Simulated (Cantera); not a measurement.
## Low-pressure radical oxidation in H2/O2

An isothermal, constant-pressure homogeneous reactor starts with 21.9 % H2, 78.1 % O2, equivalence ratio 0.14, at 1150 K and 6.45 Torr.

Cantera simulation using the H2/O2 subset of GRI-Mech 3.0, which has no nitrogen chemistry; the numbers are that mechanism's predictions, not measurements. Radical loss at walls, strong at low pressure, is not modelled. The temperature is held fixed by assumption; the heat of reaction is taken as removed at once.

```
t (s)         x H2   x O2       x O    x H2O2    x HO2     x H2O       x H
--------  --------  -----  --------  --------  -------  --------  --------
6.00e-5      0.219  0.781  5.01e-10    <1e-12  2.26e-9  3.26e-10   2.09e-9
0.000223     0.219  0.781   6.49e-9  6.79e-12  8.43e-9   1.13e-8   1.32e-8
0.000828     0.219  0.781   9.55e-7  9.78e-11  3.65e-8   2.62e-6   1.69e-6
0.00307     0.0167  0.670    0.0631   2.37e-7  6.27e-6     0.156    0.0843
0.0114     0.00810  0.690    0.0521   2.21e-7  6.94e-6     0.191    0.0501
0.0424     0.00250  0.738    0.0142   3.19e-7  6.84e-6     0.234   0.00724
0.158     0.000170  0.753  0.000945   1.90e-7  2.41e-6     0.245  0.000122
0.585      1.24e-5  0.754   7.04e-5   5.50e-8  3.38e-7     0.245   2.48e-6
2.17       1.63e-6  0.754   9.51e-6   1.54e-8  5.55e-8     0.246   1.23e-7
8.08       3.07e-7  0.754   1.81e-6   4.37e-9  1.31e-8     0.246   1.02e-8
30.0       6.96e-8  0.754   4.14e-7   1.25e-9  6.61e-9     0.246   1.12e-9
```
x: mole fraction; the columns are a selection and need not sum to one.

Equilibrium at this temperature and pressure: H2 1.32e-8, O2 0.754, O 7.84e-8, H2O2 2.97e-10, HO2 9.35e-9, H2O 0.246, H 9.30e-11 (gas phase only).
